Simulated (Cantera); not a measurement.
Charge: 1 mol C₆H₆, 1.5 mol H₂, at 7.20 bar.

These are equilibrium values from Cantera (NASA tables, ideal gas, pure condensed phases), not measurements of a reactor. Candidate condensed phases: C, C₆H₆, C₇H₈, C₈H₁₈; 76 gas species. Equilibrium is a limit: real reactors are often held back by kinetics, nucleation or transport.

**Question.** At 798 K, list the 3 most abundant gas species with their mole fractions, and the condensed phases.

**Answer.** CH₄ 0.730, H₂ 0.270, C₂H₆ 3.84e-5. Condensed: C(graphite).
